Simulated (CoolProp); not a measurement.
Vapour-liquid equilibrium of ethylbenzene (1) + n-nonane (2) at 1.05 bar; x and y are mole fractions of (1).

Model: multi-fluid Helmholtz-energy mixture model, Zhou 2012 and Lemmon 2006; pair parameters Bell 2016, in CoolProp.

Give the bubble temperature and the first vapour's composition at x = 0.05, 0.45, 0.65. Is there an azeotrope?

x = 0.05: 424.0 K, y = 0.079; x = 0.45: 416.0 K, y = 0.553; x = 0.65: 413.4 K, y = 0.721. No azeotrope shows between x = 0.05 and 0.95.

The pair parameters rest on a limited set of measurements; away from them the model extrapolates.
